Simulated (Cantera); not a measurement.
A closed system holds: 1 mol Ca(OH)₂, 6.5 mol CO₂, 0.16 mol H₂, equilibrated at 1400 K and 540 Torr.

These are equilibrium values from Cantera (NASA tables, ideal gas, pure condensed phases), not measurements of a reactor. Candidate condensed phases: C, C₆H₆, C₇H₈, C₈H₁₈, Ca, CaCO₃, CaO, Ca(OH)₂, H₂O; 115 gas species. The numbers say what is thermodynamically allowed, not how fast it happens.

Task: What is the equilibrium state?

Result: 
| Quantity | Value |
|---|---|
| x(CO₂) | 0.829 |
| x(H₂O) | 0.150 |
| x(CO) | 0.0193 |
| x(H₂) | 0.00160 |
| n(CaO(s)) | 1.00 mol |
| gas amount | 7.660 mol |
| log10 activity of C(graphite) (absent) | -6.26 |
| log10 activity of Ca(l) (absent) | -13.78 |
